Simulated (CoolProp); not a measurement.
The numbers come from the reference Helmholtz-energy equation of state, McLinden 2015 in CoolProp.

**Question.** Give the vapour pressure (MPa), vapour density (kg/m³), liquid cp (kJ/(kg K)) of saturated the fluoroketone C6F12O (FK-5-1-12) at 99.05 °C.

**Answer.** 
```
T (°C)  p (MPa)  vapour density (kg/m³)  liquid cp (kJ/(kg K))
------  -------  ----------------------  ---------------------
99.05     0.437                    54.5                   1.20
```
